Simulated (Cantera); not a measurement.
An adiabatic, constant-pressure homogeneous reactor starts with CH₃OH : O₂ : N₂ : CO₂ = 1 : 0.789 : 2.97 : 0.31 (molar parts), at 1625 K and 5.13 atm.

Computed with Cantera and GRI-Mech 3.0 (53 species, 325 reactions). GRI-Mech 3.0 was tuned for natural gas; its chemistry of methanol as a main component is partial and can be far from experiment.

Question: Predict: time of steepest temperature rise; temperature at 4.00 s; equilibrium temperature; x(O₂) at 4.00 s; x(CO₂) at 4.00 s.

Answer: 
```
Item                                                                  Result
---------------------------------  -----------------------------------------
time of steepest temperature rise                                    14.9 µs
temperature at 4.00 s                                                 2674 K
equilibrium temperature                                               2674 K
x(O₂) at 4.00 s                    0.000271 (gas-phase equilibrium 0.000271)
x(CO₂) at 4.00 s                       0.0622 (gas-phase equilibrium 0.0622)
```
